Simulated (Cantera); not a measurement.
Feed: 1 mol Si, 1.9 mol Cl₂, 11 mol H₂, held at 1002 °C.

Equilibrium computed with Cantera from the NASA thermochemical tables; the gas is ideal and each condensed phase is pure. Candidate condensed phases: Si; 19 gas species. The tables' values for SiCl₃ are old estimates; treat these amounts as uncertain. Kinetics and transport are ignored.

x: gas mole fraction; n: condensed amount in mol.

```
P (Pa)    x H₂   x HCl  x SiCl₄  x SiHCl₃   x SiCl₂  x SiCl₃  n Si(s)
-------  -----  ------  -------  --------  --------  -------  -------
10000    0.840  0.0879   0.0273    0.0105    0.0238  0.01000    0.107
31000    0.855       …        …         …         …  0.00874        …
98000    0.868  0.0543   0.0365    0.0236   0.00880  0.00703   0.0552
310000   0.876  0.0410   0.0367    0.0317   0.00497  0.00530  0.00812
960000   0.879  0.0368   0.0373    0.0360         …  0.00341        0
3000000  0.881  0.0356   0.0379    0.0378  0.000704  0.00203        0
```

### Question
What belongs in the gaps?

### Answer

- 31000, x HCl: 0.0702
- 31000, x SiCl₄: 0.0333
- 31000, x SiHCl₃: 0.0164
- 31000, x SiCl₂: 0.0149
- 31000, n Si(s): 0.0895
- 960000, x SiCl₂: 0.00202
